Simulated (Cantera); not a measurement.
## Equilibrium for silicates and aluminates: SiO2 + MgO + N2

Feed: 1 mol SiO2, 2.9 mol MgO, 5 mol N2, at 1 atm.

Method: chemical equilibrium by Gibbs-energy minimisation in Cantera with the NASA 1993 tables (ideal gas, pure condensed phases). Candidate condensed phases: Mg, MgO, MgSiO3, Mg2SiO4, Si, SiO2, Si2N2O, Si3N4; 20 gas species. Mutual solubility and eutectic melting of coexisting phases are not modelled. Condensed phases not in the tables: alloys, solid solutions and most ternary compounds. Equilibrium is a limit: real reactors are often held back by kinetics, nucleation or transport.

From 1400 °C to 1850 °C the condensed part is MgO(s) + Mg2SiO4(s). From 1925 °C to 2150 °C the condensed part is MgO(s) + Mg2SiO4(l).

```json
[
 {"T (°C)": "1400", "x N2": "1.00", "x Mg": "7.14e-8", "x NO": "7.31e-8", "x SiO": "2.38e-9", "x O2": "1.30e-10", "n MgO(s)": "0.900", "n Mg2SiO4(s)": "1.00", "n Mg2SiO4(l)": "0"},
 {"T (°C)": "1475", "x N2": "1.000", "x Mg": "2.53e-7", "x NO": "2.61e-7", "x SiO": "1.21e-8", "x O2": "9.39e-10", "n MgO(s)": "0.900", "n Mg2SiO4(s)": "1.00", "n Mg2SiO4(l)": "0"},
 {"T (°C)": "1550", "x N2": "1.000", "x Mg": "8.07e-7", "x NO": "8.38e-7", "x SiO": "5.36e-8", "x O2": "5.76e-9", "n MgO(s)": "0.900", "n Mg2SiO4(s)": "1.00", "n Mg2SiO4(l)": "0"},
 {"T (°C)": "1625", "x N2": "1.000", "x Mg": "2.35e-6", "x NO": "2.45e-6", "x SiO": "2.10e-7", "x O2": "3.05e-8", "n MgO(s)": "0.900", "n Mg2SiO4(s)": "1.000", "n Mg2SiO4(l)": "0"},
 {"T (°C)": "1700", "x N2": "1.000", "x Mg": "6.30e-6", "x NO": "6.56e-6", "x SiO": "7.43e-7", "x O2": "1.41e-7", "n MgO(s)": "0.900", "n Mg2SiO4(s)": "1.000", "n Mg2SiO4(l)": "0"},
 {"T (°C)": "1775", "x N2": "1.000", "x Mg": "1.58e-5", "x NO": "1.63e-5", "x SiO": "2.39e-6", "x O2": "5.77e-7", "n MgO(s)": "0.900", "n Mg2SiO4(s)": "1.000", "n Mg2SiO4(l)": "0"},
 {"T (°C)": "1850", "x N2": "1.000", "x Mg": "3.71e-5", "x NO": "3.76e-5", "x SiO": "7.10e-6", "x O2": "2.11e-6", "n MgO(s)": "0.900", "n Mg2SiO4(s)": "1.000", "n Mg2SiO4(l)": "0"},
 {"T (°C)": "1925", "x N2": "1.000", "x Mg": "8.32e-5", "x NO": "8.12e-5", "x SiO": "1.88e-5", "x O2": "6.91e-6", "n MgO(s)": "0.900", "n Mg2SiO4(s)": "0", "n Mg2SiO4(l)": "1.000"},
 {"T (°C)": "2000", "x N2": "1.000", "x Mg": "0.000180", "x NO": "0.000164", "x SiO": "4.34e-5", "x O2": "2.02e-5", "n MgO(s)": "0.900", "n Mg2SiO4(s)": "0", "n Mg2SiO4(l)": "1.000"},
 {"T (°C)": "2075", "x N2": "0.999", "x Mg": "0.000372", "x NO": "0.000312", "x SiO": "9.56e-5", "x O2": "5.39e-5", "n MgO(s)": "0.899", "n Mg2SiO4(s)": "0", "n Mg2SiO4(l)": "1.000"},
 {"T (°C)": "2150", "x N2": "0.998", "x Mg": "0.000742", "x NO": "0.000566", "x SiO": "0.000202", "x O2": "0.000133", "n MgO(s)": "0.898", "n Mg2SiO4(s)": "0", "n Mg2SiO4(l)": "0.999"}
]
```
x: gas mole fraction; n: condensed amount in mol.
